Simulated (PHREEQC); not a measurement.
Consider water at 25 °C with 2.5 mmol/kgw LiOH and 0.067 mmol/kgw Na2CO3. Closed to the air; pH follows from the charge balance.

The numbers come from PHREEQC with the ion-association model, phreeqc.dat.

Precipitation was switched off in this run.

### Question
What pH, specific conductance does the model give?

### Answer
pH 11.37; specific conductance 584 µS/cm.

### Question
In which forms is C present?

### Answer
CO3-2 93 %, HCO3- 7.2 % of the C.
